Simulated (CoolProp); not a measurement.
Dimethyl ether along the isotherm 168.55 °C: fugacity coefficient from the reference equation and from simpler models built on Tc = 127.2 °C, pc = 5.337 MPa, ω = 0.196; each cubic takes its own stable root.

Model: reference Helmholtz-energy equation of state, Wu 2011, in CoolProp.

```tsv
p (MPa)	phase	reference
0.0253	gas	0.9988
0.0382	gas	0.9981
0.0576	gas	0.9972
0.0869	gas	0.9957
0.131	gas	0.9936
0.198	gas	0.9903
0.298	gas	0.9854
0.45	gas	0.9780
0.679	gas	0.9669
1.02	gas	0.9506
1.55	gas	0.9256
2.33	gas	0.8895
3.52	gas	0.8358
5.31	gas	0.7577
8	supercritical	0.6450
```

Problem. How far does each simpler model (Soave-Redlich-Kwong, Peng-Robinson) lie from the reference over these 15 states: mean and median of the absolute difference, and the worst?

Solution. 
- Soave-Redlich-Kwong: mean 0.5 %, median 0.1 %, worst +2.7 % at 168.55 °C and 8 MPa
- Peng-Robinson: mean 0.5 %, median 0.2 %, worst -1.8 % at 168.55 °C and 8 MPa
